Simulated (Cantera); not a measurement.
Input: 1 mol V2O3, 68 mol H2, 0.07 mol H2O, at 1175 °C and 2000 Pa.

These are equilibrium values from Cantera (NASA tables, ideal gas, pure condensed phases), not measurements of a reactor. Candidate condensed phases: H2O, V, VO, V2O3, V2O4, V2O5; 12 gas species. Mutual solubility and eutectic melting of coexisting phases are not modelled. VO: taken at fixed stoichiometry. Condensed phases not in the tables: the oxides between V2O3 and V2O5 other than VO2. Equilibrium is a limit: real reactors are often held back by kinetics, nucleation or transport.

Base state: H2 0.997, H2O 0.00270, H 6.51e-5 (mole fractions); condensed: VO(s) + V2O3(s).

**Question.** What changes in the equilibrium state with this change: temperature from 1175 °C to 1225 °C?

**Answer.** 
| species | before | after |
|---|---|---|
| H2 | 0.997 | 0.996 |
| H2O | 0.00270 | 0.00360 |
| H | 6.51e-5 | 0.000121 |
| VO(s), mol | 0.227 | 0.350 |
| V2O3(s), mol | 0.886 | 0.825 |
